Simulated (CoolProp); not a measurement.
Carbonyl sulfide along the isobar 4.56 MPa: fugacity coefficient from the reference equation and from simpler models built on Tc = 378.8 K, pc = 6.369 MPa, ω = 0.098; each cubic takes its own stable root.

Values from CoolProp's reference Helmholtz-energy equation of state, Lemmon 2006. It is a short technical equation, of lower accuracy than the large ones.

```
T (K)   phase  reference  van der Waals  Soave-Redlich-Kwong  Peng-Robinson
-----  ------  ---------  -------------  -------------------  -------------
255.3  liquid    0.08392         0.2320              0.08464        0.08367
282.3  liquid     0.1810         0.3565               0.1838         0.1798
309.3  liquid     0.3292         0.5026               0.3353         0.3261
336.4  liquid     0.5260         0.6619               0.5346         0.5188
363.4     gas     0.7290         0.7639               0.7296         0.7100
390.4     gas     0.7867         0.8038               0.7857         0.7660
417.4     gas     0.8280         0.8347               0.8274         0.8080
444.5     gas     0.8596         0.8594               0.8599         0.8410
471.5     gas     0.8843         0.8794               0.8857         0.8675
498.5     gas     0.9040         0.8959               0.9064         0.8889
525.6     gas     0.9200         0.9098               0.9234         0.9067
```
